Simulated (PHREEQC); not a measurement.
**Reverse-osmosis reject: an equilibrium model**

A made-up water analysis in mg/kgw, 25 °C, pH 6.48:

| constituent | mg/kgw |
|---|---|
| Na | 1200 |
| K | 28.6 |
| Ca | 322 |
| Mg | 209 |
| Cl | 2720 |
| S(6) as SO4 | 322 |
| Alkalinity as HCO3 | 3.35 |
| Li | 10.4 |
| B | 0.124 |

Cl is adjusted to close the charge balance.
Valence states are taken as typed.

All values are PHREEQC results (Pitzer model, pitzer.dat), not measurements.

Precipitation was switched off in this run.

Task: Estimate the specific conductance.

Result: specific conductance 9030 µS/cm.

Task: In which forms is C present?

Result: HCO3- 63 %, CO2 37 % of the C.
